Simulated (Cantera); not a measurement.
# CH₃SiCl₃ + CH₄ + H₂ (silicon carbide growth)

Charge: 1 mol CH₃SiCl₃, 0.66 mol CH₄, 3.9 mol H₂, held at 133 Pa.

These are equilibrium values from Cantera (NASA tables, ideal gas, pure condensed phases), not measurements of a reactor. Candidate condensed phases: C, C₆H₆, C₇H₈, C₈H₁₈, Si, SiC; 109 gas species. The feed counts by its element totals alone. The tables' values for SiCl₃ are old estimates; treat these amounts as uncertain. Kinetics and transport are ignored.

| T (K) | x H₂ | x HCl | x SiCl₄ | x SiCl₂ | x H | n C(graphite) | n SiC(s) |
|---|---|---|---|---|---|---|---|
| 973 | 0.723 | 0.244 | 0.0328 | 4.03e-5 | 2.52e-8 | 0.927 | 0.733 |
| 1023 | 0.690 | 0.289 | 0.0203 | 0.000102 | 9.42e-8 | 0.829 | 0.830 |
| 1073 | 0.665 | 0.323 | 0.0109 | 0.000217 | 3.13e-7 | 0.755 | 0.905 |
| 1123 | 0.650 | 0.344 | 0.00517 | 0.000392 | 9.40e-7 | 0.710 | 0.950 |
| 1173 | 0.643 | 0.354 | 0.00231 | 0.000632 | 2.59e-6 | 0.688 | 0.972 |
| 1223 | 0.639 | 0.358 | 0.00103 | 0.000944 | 6.58e-6 | 0.679 | 0.980 |
| 1273 | 0.638 | 0.360 | 0.000472 | 0.00134 | 1.56e-5 | 0.678 | 0.982 |
| 1323 | 0.638 | 0.360 | 0.000227 | 0.00184 | 3.47e-5 | 0.679 | 0.981 |
| 1373 | 0.638 | 0.359 | 0.000114 | 0.00246 | 7.29e-5 | 0.683 | 0.977 |
| 1423 | 0.639 | 0.358 | 5.98e-5 | 0.00320 | 0.000145 | 0.689 | 0.971 |
| 1473 | 0.639 | 0.356 | 3.26e-5 | 0.00408 | 0.000277 | 0.695 | 0.965 |
| 1523 | 0.640 | 0.354 | 1.84e-5 | 0.00509 | 0.000506 | 0.703 | 0.957 |
| 1573 | 0.641 | 0.351 | 1.07e-5 | 0.00624 | 0.000891 | 0.713 | 0.947 |
x: gas mole fraction; n: condensed amount in mol.

From 973 K to 1573 K the condensed part is C(graphite) + SiC(s). The main Si-bearing gas is SiCl₄ at 973 K and SiCl₂ at 1573 K. The share of Si in condensed phases is highest at 1273 K (98.2 %) and lowest at 973 K (73.3 %).
